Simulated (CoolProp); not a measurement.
Vapour-liquid equilibrium of R13 (1) + propylene (2) at 0.332 MPa; x and y are mole fractions of (1).

The numbers come from the multi-fluid Helmholtz-energy mixture model, Platzer 1990 and Lemmon 2013; pair parameters Bell 2016 in CoolProp. This equation is an older, rougher fit; its heat capacities, sound speeds and derivatives of the liquid may be far off and weren't checked against measurements.

```json
[
 {"x": "0.05", "bubble temperature, mixture model (°C)": "-24.2", "bubble temperature, Raoult's law (°C)": "-21.3", "y, mixture model": "0.230", "y, Raoult's law": "0.165"},
 {"x": "0.2", "bubble temperature, mixture model (°C)": "-36.8", "bubble temperature, Raoult's law (°C)": "-30.5", "y, mixture model": "0.579", "y, Raoult's law": "0.499"},
 {"x": "0.35", "bubble temperature, mixture model (°C)": "…", "bubble temperature, Raoult's law (°C)": "-37.5", "y, mixture model": "…", "y, Raoult's law": "0.693"},
 {"x": "0.5", "bubble temperature, mixture model (°C)": "-47.7", "bubble temperature, Raoult's law (°C)": "-43.1", "y, mixture model": "…", "y, Raoult's law": "0.814"},
 {"x": "0.65", "bubble temperature, mixture model (°C)": "-50.7", "bubble temperature, Raoult's law (°C)": "-47.7", "y, mixture model": "0.861", "y, Raoult's law": "0.894"},
 {"x": "0.8", "bubble temperature, mixture model (°C)": "-53.0", "bubble temperature, Raoult's law (°C)": "-51.6", "y, mixture model": "0.915", "y, Raoult's law": "0.949"},
 {"x": "0.95", "bubble temperature, mixture model (°C)": "…", "bubble temperature, Raoult's law (°C)": "-54.9", "y, mixture model": "…", "y, Raoult's law": "0.989"}
]
```

Question: Some entries are withheld; supply them.

Answer: 
- 0.35, bubble temperature, mixture model (°C): -43.6
- 0.35, y, mixture model: 0.723
- 0.5, y, mixture model: 0.803
- 0.95, bubble temperature, mixture model (°C): -55.2
- 0.95, y, mixture model: 0.976

The largest gap from Raoult's law is -6.3 K in bubble temperature, at x = 0.2. No azeotrope shows between x = 0.05 and 0.95.

Pair parameters are fitted to limited data, so mixtures are less certain than the pure fluids.
